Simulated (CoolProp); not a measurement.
n-pentane along the isotherm 259.4 K: fugacity coefficient from the reference equation and from simpler models built on Tc = 469.7 K, pc = 33.68 bar, ω = 0.251; each cubic takes its own stable root.

The numbers come from the reference Helmholtz-energy equation of state, Thol 2019 in CoolProp.

```csv
p (bar),phase,reference
0.16,liquid,0.7785
0.303,liquid,0.4114
0.574,liquid,0.2175
1.09,liquid,0.1148
2.06,liquid,0.06105
3.91,liquid,0.03247
7.41,liquid,0.01744
14.1,liquid,0.009482
26.6,liquid,0.005355
50.5,liquid,0.003182
```

**Question.** How far does each simpler model (van der Waals, Peng-Robinson) lie from the reference over these 10 states: mean and median of the absolute difference, and the worst?

**Answer.** 
- van der Waals: mean 908.7 %, median 1237.4 %, worst +1463.5 % at 259.4 K and 50.5 bar
- Peng-Robinson: mean 1.8 %, median 1.9 %, worst +1.9 % at 259.4 K and 0.16 bar

At some of these states van der Waals gives the other phase, because its saturation line lies elsewhere.
